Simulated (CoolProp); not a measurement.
Vapour-liquid equilibrium of dimethyl ether (1) + R236FA (2) at 0.62 bar; x and y are mole fractions of (1).

Values from CoolProp's multi-fluid Helmholtz-energy mixture model, Wu 2011 and Pan 2012; pair parameters Bell 2016.

| x | bubble temperature, mixture model (K) | bubble temperature, Raoult's law (K) | y, mixture model | y, Raoult's law |
|---|---|---|---|---|
| 0.05 | 260.2 | 258.7 | 0.062 | 0.125 |
| 0.2 | 258.9 | 253.9 | 0.272 | 0.414 |
| 0.35 | 256.4 | 249.9 | 0.505 | 0.611 |
| 0.5 | 252.5 | 246.4 | 0.720 | 0.750 |
| 0.65 | 247.6 | 243.4 | 0.873 | 0.851 |
| 0.8 | 242.7 | 240.7 | 0.958 | 0.927 |
| 0.95 | 238.7 | 238.4 | 0.994 | 0.984 |

The largest gap from Raoult's law is +6.5 K in bubble temperature, at x = 0.35. No azeotrope shows between x = 0.05 and 0.95.

The pair parameters rest on a limited set of measurements; away from them the model extrapolates.
